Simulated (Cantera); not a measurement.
Input (Python, Cantera) and output of one run.

```python
import numpy as np
import cantera as ct

gas_names = """
    C CH CH2 CH3 CH4 C2 C2H C2H2,acetylene C2H2,vinylidene C2H3,vinyl C2H4 C2H5 C2H6 C3 C3H3,propargyl
    C3H4,allene C3H4,propyne C3H4,cyclo- C3H5,allyl C3H6,propylene C3H6,cyclo- C3H7,n-propyl
    C3H7,i-propyl C3H8 C4 C4H2 C4H4,1,3-cyclo- C4H6,butadiene C4H6,2-butyne C4H6,cyclo- C4H8,1-butene
    C4H8,cis2-buten C4H8,tr2-butene C4H8,isobutene C4H8,cyclo- C4H9,n-butyl C4H9,i-butyl C4H9,s-butyl
    C4H9,t-butyl C4H10,isobutane C4H10,n-butane C5 C5H6,1,3cyclo- C5H8,cyclo- C5H10,1-pentene
    C5H10,cyclo- C5H11,pentyl C5H11,t-pentyl C5H12,n-pentane C5H12,i-pentane CH3C(CH3)2CH3 C6H2
    C6H5,phenyl C6H6 C6H10,cyclo- C6H12,1-hexene C6H12,cyclo- C6H13,n-hexyl C7H7,benzyl C7H8
    C7H14,1-heptene C7H15,n-heptyl C7H16,n-heptane C8H8,styrene C8H10,ethylbenz C8H16,1-octene
    C8H17,n-octyl C8H18,isooctane C8H18,n-octane C9H19,n-nonyl C10H8,naphthale C10H21,n-decyl
    C12H9,o-bipheny C12H10,bipheny H H2 Si SiC SiC2 SiC4H12 SiH SiH2 SiH3 SiH4 Si2 Si2C Si3
""".split()
cond_names = """
    C(gr) C6H6(L) C7H8(L) C8H18(L),n-octa Si(cr) Si(L) SiC(b)
""".split()


def load(file, names, dense=False):
    # The tables refer to 1 bar. Condensed volumes are neglected.
    table = {s.name: s for s in ct.Species.list_from_file(file)}
    out = []
    for n in names:
        d = dict(table[n].input_data)
        d["thermo"] = dict(d["thermo"], **{"reference-pressure": 1e5})
        if dense:
            d["equation-of-state"] = {"model": "constant-volume", "density": "1e6 g/cm^3"}
        out.append(ct.Species.from_dict(d))
    return out


gas = ct.Solution(thermo="ideal-gas", species=load("nasa_gas.yaml", gas_names))
cond = {s.name: ct.Solution(thermo="fixed-stoichiometry", species=[s], name=s.name)
        for s in load("nasa_condensed.yaml", cond_names, dense=True)}
atoms = {
    'SiH4': {'Si': 1, 'H': 4},
    'C2H4': {'C': 2, 'H': 4},
    'H2': {'H': 2},
}
top_T = {'C(gr)': 4500, 'SiC(b)': 3050}  # K; cautious upper limits of use, not melting points


def equilibrate(T, P, feed):
    n = {}
    for name, mol in feed.items():
        for a, k in atoms[name].items():
            n[a] = n.get(a, 0.0) + k * mol
    gas.TPX = T, P, n
    mass = sum(n.values()) * gas.mean_molecular_weight
    gas.equilibrate("TP")
    valid = [c for c in cond.values() if c.min_temp <= T <= top_T.get(c.name, c.max_temp)]
    mix = ct.Mixture([(gas, mass / gas.mean_molecular_weight)] + [(c, 0.0) for c in valid])
    mix.T, mix.P = T, P
    mix.equilibrate("TP", solver="vcs", rtol=1e-11, max_steps=5000)
    return mix


results = []
T = 1823.15  # K
P = 160  # Pa
for m in [0.032, 0.14, 0.24, 0.34, 0.45, 0.55, 0.66, 0.76]:
    feed = {'SiH4': 1, 'C2H4': m, 'H2': 4.9}  # mol
    mix = equilibrate(T, P, feed)
    results.append((T, P, feed, dict(zip(mix.species_names, mix.species_moles))))
    x = sorted(zip(gas.X, gas.species_names), reverse=True)
    print(f"T = {T:g} K  P = {P:g} Pa  n(C2H4) = {m:g} mol  gas = {mix.phase_moles(0):.4g} mol")
    print("   x: " + "  ".join(f"{s} {v:.3e}" for v, s in x if v > 0.001))
    print("   condensed (mol): " + ("  ".join(f"{mix.phase(i).name} {mix.phase_moles(i):.4g}"
          for i in range(1, mix.n_phases) if mix.phase_moles(i) > 1e-12) or "none"))
```

Output:

```
T = 1823.15 K  P = 160 Pa  n(C2H4) = 0.032 mol  gas = 7.022 mol
   x: H2 9.863e-01  H 1.077e-02  Si 2.769e-03
   condensed (mol): Si(L) 0.9149  SiC(b) 0.06376
T = 1823.15 K  P = 160 Pa  n(C2H4) = 0.14 mol  gas = 7.24 mol
   x: H2 9.863e-01  H 1.077e-02  Si 2.769e-03
   condensed (mol): Si(L) 0.6983  SiC(b) 0.2798
T = 1823.15 K  P = 160 Pa  n(C2H4) = 0.24 mol  gas = 7.442 mol
   x: H2 9.863e-01  H 1.077e-02  Si 2.769e-03
   condensed (mol): Si(L) 0.4977  SiC(b) 0.4797
T = 1823.15 K  P = 160 Pa  n(C2H4) = 0.34 mol  gas = 7.643 mol
   x: H2 9.863e-01  H 1.077e-02  Si 2.769e-03
   condensed (mol): Si(L) 0.2971  SiC(b) 0.6797
T = 1823.15 K  P = 160 Pa  n(C2H4) = 0.45 mol  gas = 7.865 mol
   x: H2 9.863e-01  H 1.077e-02  Si 2.769e-03
   condensed (mol): Si(L) 0.07639  SiC(b) 0.8997
T = 1823.15 K  P = 160 Pa  n(C2H4) = 0.55 mol  gas = 8.044 mol
   x: H2 9.889e-01  H 1.078e-02
   condensed (mol): C(gr) 0.09725  SiC(b) 0.9993
T = 1823.15 K  P = 160 Pa  n(C2H4) = 0.66 mol  gas = 8.265 mol
   x: H2 9.889e-01  H 1.078e-02
   condensed (mol): C(gr) 0.3172  SiC(b) 0.9993
T = 1823.15 K  P = 160 Pa  n(C2H4) = 0.76 mol  gas = 8.466 mol
   x: H2 9.889e-01  H 1.078e-02
   condensed (mol): C(gr) 0.5171  SiC(b) 0.9993
```

Cantera equilibrium calculation (NASA polynomials, part measured and part estimated; ideal gas, pure solids and liquids). Mutual solubility and eutectic melting of coexisting phases are not modelled. Gases not in the tables: Si2H6 and higher silanes.
